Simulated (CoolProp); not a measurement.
Saturated liquid density (kg/m³) of fluorine: the reference equation beside estimates from Tc = -128.7 °C, pc = 5.240 MPa, ω = 0.045. Rackett uses Z = 0.29056 − 0.08775 ω.

Model: reference Helmholtz-energy equation of state, de Reuck 1990, in CoolProp.

```json
[
 {"T (°C)": "-183.85", "reference": "1471", "Rackett": "1494", "van der Waals": "1009", "Peng-Robinson": "1664"},
 {"T (°C)": "-178.05", "reference": "1428", "Rackett": "1451", "van der Waals": "979.3", "Peng-Robinson": "1610"},
 {"T (°C)": "-172.25", "reference": "1383", "Rackett": "1404", "van der Waals": "947.5", "Peng-Robinson": "1551"},
 {"T (°C)": "-166.45", "reference": "1334", "Rackett": "1355", "van der Waals": "913.1", "Peng-Robinson": "1485"},
 {"T (°C)": "-160.65", "reference": "1282", "Rackett": "1303", "van der Waals": "___", "Peng-Robinson": "1412"},
 {"T (°C)": "-154.85", "reference": "1225", "Rackett": "1245", "van der Waals": "834.2", "Peng-Robinson": "1330"},
 {"T (°C)": "-148.95", "reference": "___", "Rackett": "1180", "van der Waals": "___", "Peng-Robinson": "___"},
 {"T (°C)": "-143.15", "reference": "___", "Rackett": "1105", "van der Waals": "___", "Peng-Robinson": "1122"},
 {"T (°C)": "-137.35", "reference": "988.5", "Rackett": "___", "van der Waals": "665.5", "Peng-Robinson": "982.7"}
]
```

Question: Some entries are withheld; supply them.

Answer: 
- -160.65, van der Waals: 875.6
- -148.95, reference: 1160
- -148.95, van der Waals: 786.8
- -148.95, Peng-Robinson: 1233
- -143.15, reference: 1085
- -143.15, van der Waals: 732.5
- -137.35, Rackett: 1011

Absolute difference from the reference over all 9 rows, mean and median: Rackett 1.7 and 1.6 %, van der Waals 31.9 and 31.7 %, Peng-Robinson 8.7 and 10.1 %.
